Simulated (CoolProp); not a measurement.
Properties of water along the isotherm 505.05 °C.

The numbers come from the reference Helmholtz-energy equation of state, Wagner 2002 in CoolProp.

```tsv
p (MPa)	phase	density (kg/m³)	cp (kJ/(kg K))	cv (kJ/(kg K))	isothermal compressibility (1/MPa)	viscosity (µPa s)
0.316	gas	0.8819	2.145	1.678	3.172	28.8
0.534	gas	1.493	2.153	1.681	1.880	28.8
0.901	gas	2.526	(withheld)	1.687	1.117	28.8
1.52	gas	4.280	2.189	(withheld)	0.6655	28.8
2.57	gas	7.296	2.230	1.713	0.3969	28.8
4.33	gas	12.46	2.301	1.742	0.2390	28.9
7.31	gas	21.57	(withheld)	1.794	0.1453	(withheld)
12.3	gas	37.95	(withheld)	1.889	0.09072	29.3
20.8	gas	70.03	3.304	2.070	0.05922	30.3
35.1	supercritical	141.6	4.907	2.394	0.04249	33.5
59.3	supercritical	322.0	7.366	2.685	0.02350	46.3
100	supercritical	519.5	5.585	2.649	0.005679	65.0
```

Task: Complete the blanks.

Result: 
- 0.901, cp (kJ/(kg K)): 2.167
- 1.52, cv (kJ/(kg K)): 1.696
- 7.31, cp (kJ/(kg K)): 2.435
- 7.31, viscosity (µPa s): 29.0
- 12.3, cp (kJ/(kg K)): 2.701

The peak of cp marks the crossing from liquid-like to gas-like fluid above the critical point.

Viscosity comes from a separate model (Huber 2009).
